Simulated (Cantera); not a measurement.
A perfectly stirred reactor is fed with 3.36 % C₃H₈, 20.3 % O₂, 76.4 % N₂, at 1580 Torr; it is adiabatic with a 325 K inlet, and is followed from long to short residence time, starting on the burning branch (τ in s: 0.35, 0.11, 0.035, 0.011, 0.0035, 0.0011, 0.00034, 0.00011, 3.4e-05, 1.1e-05).

Detailed kinetics in Cantera: GRI-Mech 3.0 (53 species, 325 reactions). GRI-Mech 3.0 was tuned for natural gas; its chemistry of propane as a main component is partial and can be far from experiment.

x: mole fraction; the columns are a selection and need not sum to one.

```json
[
 {"τ (s)": "0.35", "T (K)": "2110", "x C₃H₈": "5.36e-8", "x O₂": "0.0327", "x C₂H₂": "3.84e-7", "x C₂H": "1.22e-9", "x NO": "0.00133", "x HO₂": "1.51e-6"},
 {"τ (s)": "0.11", "T (K)": "2108", "x C₃H₈": "1.63e-7", "x O₂": "0.0331", "x C₂H₂": "1.02e-6", "x C₂H": "3.50e-9", "x NO": "0.000689", "x HO₂": "1.63e-6"},
 {"τ (s)": "0.035", "T (K)": "2100", "x C₃H₈": "4.66e-7", "x O₂": "0.0336", "x C₂H₂": "2.23e-6", "x C₂H": "8.81e-9", "x NO": "0.000367", "x HO₂": "1.95e-6"},
 {"τ (s)": "0.011", "T (K)": "2082", "x C₃H₈": "1.24e-6", "x O₂": "0.0343", "x C₂H₂": "3.96e-6", "x C₂H": "1.92e-8", "x NO": "0.000213", "x HO₂": "2.79e-6"},
 {"τ (s)": "0.0035", "T (K)": "2050", "x C₃H₈": "3.06e-6", "x O₂": "0.0357", "x C₂H₂": "6.19e-6", "x C₂H": "3.63e-8", "x NO": "0.000130", "x HO₂": "4.71e-6"},
 {"τ (s)": "0.0011", "T (K)": "1997", "x C₃H₈": "?", "x O₂": "0.0379", "x C₂H₂": "?", "x C₂H": "?", "x NO": "?", "x HO₂": "?"},
 {"τ (s)": "0.00034", "T (K)": "1921", "x C₃H₈": "1.86e-5", "x O₂": "0.0415", "x C₂H₂": "1.56e-5", "x C₂H": "1.00e-7", "x NO": "4.90e-5", "x HO₂": "1.63e-5"},
 {"τ (s)": "0.00011", "T (K)": "1816", "x C₃H₈": "5.48e-5", "x O₂": "0.0478", "x C₂H₂": "3.27e-5", "x C₂H": "1.60e-7", "x NO": "2.62e-5", "x HO₂": "3.23e-5"},
 {"τ (s)": "3.4e-5", "T (K)": "325", "x C₃H₈": "0.0336", "x O₂": "0.203", "x C₂H₂": "<1e-12", "x C₂H": "<1e-12", "x NO": "<1e-12", "x HO₂": "<1e-12"},
 {"τ (s)": "1.1e-5", "T (K)": "325", "x C₃H₈": "0.0336", "x O₂": "0.203", "x C₂H₂": "<1e-12", "x C₂H": "<1e-12", "x NO": "<1e-12", "x HO₂": "<1e-12"}
]
```

**Question.** Complete the blanks.

**Answer.** 
- 0.0011, x C₃H₈: 7.34e-6
- 0.0011, x C₂H₂: 9.47e-6
- 0.0011, x C₂H: 6.23e-8
- 0.0011, x NO: 7.94e-5
- 0.0011, x HO₂: 8.66e-6
